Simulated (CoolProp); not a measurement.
Vapour-liquid equilibrium of acetone (1) + p-xylene (2) at 0.164 MPa; x and y are mole fractions of (1).

Model: multi-fluid Helmholtz-energy mixture model, Lemmon 2006 and Zhou 2012; pair parameters Bell 2016, in CoolProp.

```
x     bubble temperature (K)  y at the bubble point  dew temperature at overall composition x (K)  liquid density (mol/L)
----  ----------------------  ---------------------  --------------------------------------------  ----------------------
0.05                   411.8                  0.389                                         428.4                   7.220
0.15                   389.0                  0.702                                         424.0                   7.733
0.25                   376.4                  0.815                                         419.2                   8.188
0.35                   368.5                  0.870                                         414.0                   8.638
0.45                   362.9                  0.904                                         408.2                   9.105
0.55                   358.6                  0.927                                         401.5                   9.605
0.65                   354.9                  0.946                                         393.7                   10.15
0.75                   351.6                  0.962                                         384.1                   10.75
0.85                   348.5                  0.978                                         371.6                   11.42
0.95                   345.5                  0.993                                         354.1                   12.17
```

No azeotrope shows between x = 0.05 and 0.95.

The pair parameters rest on a limited set of measurements; away from them the model extrapolates.
